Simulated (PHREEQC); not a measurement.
A solution holds 0.0097 mol HCl, 0.083 mol FeCl3 and 0.00049 mol MnSO4 per kg of water, at 25 °C. Closed to the air; pH follows from the charge balance.

The numbers come from PHREEQC with the ion-association model, phreeqc.dat.

Precipitation was switched off in this run.

Task: Order these Cl species by the share of Cl that they hold, largest first: Cl-, FeCl+2, FeCl2+.

Result: Cl- (78 %), FeCl+2 (15 %), FeCl2+ (6.6 %)

The pH is 1.78 and the ionic strength 0.337 mol/kgw. The solution is supersaturated, for example in Hematite (slow to form), Goethite (slow to form), so a real one may precipitate; this is no full list.
